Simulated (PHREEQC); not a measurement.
Leach liquor (model solution)

Dissolve 0.024 mol/kgw HCl, 5.1e-05 mol/kgw ZnSO4 and 0.023 mol/kgw MnSO4 at 25 °C. Closed to the air; pH follows from the charge balance.

Model: ion-association model, phreeqc.dat, run in PHREEQC.

The pH is 1.85 and the ionic strength is 0.0790 mol/kgw. The specific conductance is 9250 µS/cm and the density is 1.001 g/cm³. The total alkalinity is -24.0 meq/kg.

```
species     molality  activity   log γ
----------  --------  --------  ------
Cl-           0.0233    0.0183  -0.106
Mn+2          0.0170   0.00726  -0.369
H+            0.0168    0.0140  -0.078
SO4-2         0.0105   0.00421  -0.395
HSO4-        0.00722   0.00574  -0.100
MnSO4        0.00534   0.00544   0.008
MnCl+       0.000677  0.000540  -0.098
Zn+2         3.51e-5   1.42e-5  -0.392
ZnSO4        1.38e-5   1.40e-5   0.008
MnCl2        4.23e-6   4.31e-6   0.008
Zn(SO4)2-2   1.21e-6   4.81e-7  -0.399
ZnCl+        8.90e-7   6.99e-7  -0.105
MnCl3-       2.72e-8   2.17e-8  -0.098
ZnCl2        1.31e-8   1.34e-8   0.008
```

No solid was allowed to form.
